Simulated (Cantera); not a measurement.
Cantera run, input and output.

```python
import numpy as np
import cantera as ct

gas = ct.Solution("h2o2.yaml")
gas.TPX = 623, 101325, {'H2': 1, 'O2': 0.676, 'N2': 3.24, 'H2O': 0.21}
flame = ct.FreeFlame(gas, width=0.04)
flame.set_refine_criteria(ratio=3, slope=0.08, curve=0.16)
flame.transport_model = "mixture-averaged"
flame.solve(loglevel=0, auto=True)
z, T = flame.grid, flame.T
thick = (T[-1] - T[0]) / np.gradient(T, z).max()
show = ['H2', 'O2', 'H2O2', 'H', 'OH', 'O']
print(f"laminar burning velocity  {flame.velocity[0] * 100:.3f} cm/s")
print(f"burnt temperature         {T[-1]:.1f} K")
print(f"thermal thickness         {thick * 1e3:.4f} mm")
print(f"grid points               {len(z)}")
z0 = z[flame.heat_release_rate.argmax()]
print(f"{'z/mm':>9s}{'T/K':>9s}{'u/(m/s)':>9s}" + "".join(f"{s:>11s}" for s in show))
rows = []
for k in (-3, -2, -1.5, -1, -0.5, -0.25, 0, 0.25, 0.5, 1, 2, 4, 8):
    zz = z0 + k * thick
    rows.append([k * thick, np.interp(zz, z, T), np.interp(zz, z, flame.velocity),
                 *(np.interp(zz, z, flame.X[gas.species_index(s)]) for s in show)])
    print(f"{rows[-1][0] * 1e3:9.3f}{rows[-1][1]:9.1f}{rows[-1][2]:9.3f}" + "".join(f"{x:11.3e}" for x in rows[-1][3:]))
```

Result:

```
laminar burning velocity  413.876 cm/s
burnt temperature         2032.1 K
thermal thickness         0.4564 mm
grid points               110
     z/mm      T/K  u/(m/s)         H2         O2       H2O2          H         OH          O
   -1.369    623.0    4.139  1.951e-01  1.319e-01  2.935e-13  2.054e-15  5.321e-16  1.322e-14
   -0.913    623.0    4.139  1.951e-01  1.319e-01  3.909e-11  1.455e-12  2.642e-13  6.550e-12
   -0.685    623.0    4.138  1.949e-01  1.319e-01  4.998e-10  9.513e-11  7.216e-12  1.746e-10
   -0.456    623.2    4.136  1.942e-01  1.320e-01  2.489e-08  3.319e-08  1.013e-09  1.433e-08
   -0.228    653.5    4.284  1.821e-01  1.328e-01  9.446e-06  1.154e-04  5.663e-05  1.129e-05
   -0.114    850.3    5.440  1.476e-01  1.269e-01  1.812e-05  2.782e-03  6.039e-04  3.004e-04
    0.000   1190.2    7.441  8.427e-02  9.869e-02  7.180e-06  1.376e-02  2.395e-03  3.121e-03
    0.114   1442.3    8.935  3.591e-02  6.391e-02  4.252e-06  2.097e-02  6.218e-03  7.059e-03
    0.228   1578.1    9.729  2.104e-02  5.045e-02  2.554e-06  1.884e-02  8.636e-03  7.919e-03
    0.456   1714.9   10.499  1.540e-02  4.476e-02  1.315e-06  1.233e-02  9.955e-03  6.566e-03
    0.913   1834.6   11.151  1.117e-02  4.184e-02  7.061e-07  6.386e-03  9.761e-03  4.383e-03
    1.826   1925.9   11.635  6.784e-03  3.987e-02  4.184e-07  2.639e-03  8.324e-03  2.466e-03
    3.651   1984.3   11.939  3.383e-03  3.890e-02  2.580e-07  8.560e-04  6.217e-03  1.175e-03
```

Model: the H2/O2 subset of GRI-Mech 3.0, which has no nitrogen chemistry, integrated in Cantera. Burning velocities carry a grid error of a few per cent, more on coarse grids.
